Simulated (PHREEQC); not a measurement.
0.14 g of hydrous ferric oxide (600 m²/g; 0.2 weak and 0.005 strong sites per Fe, Dzombak-Morel constants, diffuse double layer) in 1 kg of water with 0.01 mol/kgw of an inert sodium salt, at 25 °C; the pH is set by adding NaOH or the inert anion's acid. Oxygen alone is held at its pressure in air (log pO2 = -0.68). CO2 from the air is kept out. No solid was allowed to form.

Computed with PHREEQC (ion-association model, wateq4f.dat).

Predict surface charge σ (C/m²), surface potential ψ (mV) at pH = 4, 8.


```
pH  surface charge σ (C/m²)  surface potential ψ (mV)
--  -----------------------  ------------------------
4                     0.216                       185
8                     0.001                         6
```

Complexes and solids missing from the database can't appear. The oxide is taken as insoluble; below pH 4 it would dissolve.
